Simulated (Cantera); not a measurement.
Input: 1 mol SiHCl3, 0.009 mol C2H4, 5.5 mol H2, at 0.210 bar.

Equilibrium computed with Cantera from the NASA thermochemical tables; the gas is ideal and each condensed phase is pure. Candidate condensed phases: C, C6H6, C7H8, C8H18, Si, SiC; 109 gas species. Mutual solubility and eutectic melting of coexisting phases are not modelled. The tables' values for SiCl3, SiCl are old estimates; treat these amounts as uncertain. Gases not in the tables: Si2H6 and higher silanes. Rates play no part. All values below are at 1602 °C.

Base state: H2 0.717, HCl 0.168, SiCl2 0.110, SiCl3 0.00366, H 0.00121, SiCl 0.000221, SiHCl3 0.000220, Cl 0.000214 (mole fractions); condensed: Si(l) + SiC(s).

Problem. What changes in the equilibrium state with this change: pressure from 0.210 bar to 57.0 mbar?

Solution. 
```tsv
species	before	after
H2	0.717	0.714
HCl	0.168	0.169
SiCl2	0.110	0.111
SiCl3	0.00366	0.00196
Si	4.31e-5	0.000159
SiH2Cl2	5.25e-5	1.44e-5
SiHCl3	0.000220	6.12e-5
Si(l), mol	0.126	0.123
SiC(s), mol	0.0180	0.0180
```
